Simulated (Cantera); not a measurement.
Input: 1 mol SiO2, 20 mol HF, 0.6 mol H2, held at 1575 K and 1330 Pa.

Cantera equilibrium calculation (NASA polynomials, part measured and part estimated; ideal gas, pure solids and liquids). Candidate condensed phases: H2O, Si, SiO2; 38 gas species. The tables' values for SiF3 are old estimates; treat these amounts as uncertain. The tables hold silica as quartz up to 1696 K and as liquid above; real silica turns to tridymite and cristobalite and melts near 1996 K. Equilibrium is a limit: real reactors are often held back by kinetics, nucleation or transport.

Base state: HF 0.848, H2O 0.0809, SiF4 0.0404, H2 0.0302, H 6.26e-5, SiF3 6.00e-5 (mole fractions); condensed: SiO2(β-quartz).

Task: What changes in the equilibrium state with this change: temperature from 1575 K to 1150 K?

Result: 
```
species               before    after
-------------------  -------  -------
HF                     0.848    0.816
H2O                   0.0809    0.102
SiF4                  0.0404   0.0510
H2                    0.0302   0.0306
SiF3                 6.00e-5  6.72e-8
H                    6.26e-5  1.13e-7
SiO2(β-quartz), mol    0.199        0
```

Task: What changes in the equilibrium state with this change: temperature from 1575 K to 1750 K?

Result: 
```
species                before    after
--------------------  -------  -------
HF                      0.848    0.875
H2O                    0.0809   0.0634
SiF4                   0.0404   0.0314
H2                     0.0302   0.0297
SiO                   3.78e-7  2.82e-5
OH                    6.08e-6  4.34e-5
SiO2(β-quartz), mol     0.199        0
SiO2(condensed), mol        0    0.366
```

Task: What changes in the equilibrium state with this change: pressure from 1330 Pa to 133 Pa?

Result: 
```json
[
 {"species": "HF", "before": "0.848", "after": "0.908"},
 {"species": "H2O", "before": "0.0809", "after": "0.0412"},
 {"species": "H2", "before": "0.0302", "after": "0.0296"},
 {"species": "SiF4", "before": "0.0404", "after": "0.0205"},
 {"species": "H", "before": "6.26e-5", "after": "0.000196"},
 {"species": "SiF3", "before": "6.00e-5", "after": "8.89e-5"},
 {"species": "SiO2(β-quartz), mol", "before": "0.199", "after": "0.584"}
]
```
